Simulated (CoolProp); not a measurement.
Carbonyl sulfide along the isotherm 309.4 K: fugacity coefficient from the reference equation and from simpler models built on Tc = 378.8 K, pc = 6.369 MPa, ω = 0.098; each cubic takes its own stable root.

The numbers come from the reference Helmholtz-energy equation of state, Lemmon 2006 in CoolProp. It is a short technical equation, of lower accuracy than the large ones.

```csv
p (MPa),phase,reference,van der Waals,Soave-Redlich-Kwong,Peng-Robinson
0.227,gas,0.9779,0.9829,0.9781,0.9765
0.455,gas,0.9558,0.9658,0.9563,0.9532
0.682,gas,0.9338,0.9488,0.9346,0.9301
0.91,gas,0.9117,0.9317,0.9129,0.9070
1.14,gas,0.8893,0.9144,0.8910,0.8838
1.36,gas,0.8678,0.8978,0.8700,0.8617
1.59,gas,0.8451,0.8805,0.8481,0.8387
1.82,liquid,0.7733,0.8631,0.7830,0.7680
2.05,liquid,0.6904,0.8455,0.6995,0.6855
2.27,liquid,0.6268,0.8286,0.6354,0.6223
2.5,liquid,0.5724,0.8108,0.5805,0.5681
2.73,liquid,0.5271,0.7848,0.5348,0.5230
2.96,liquid,0.4889,0.7301,0.4963,0.4850
3.18,liquid,0.4575,0.6853,0.4646,0.4538
```

At some of these states van der Waals gives the other phase, because its saturation line lies elsewhere.
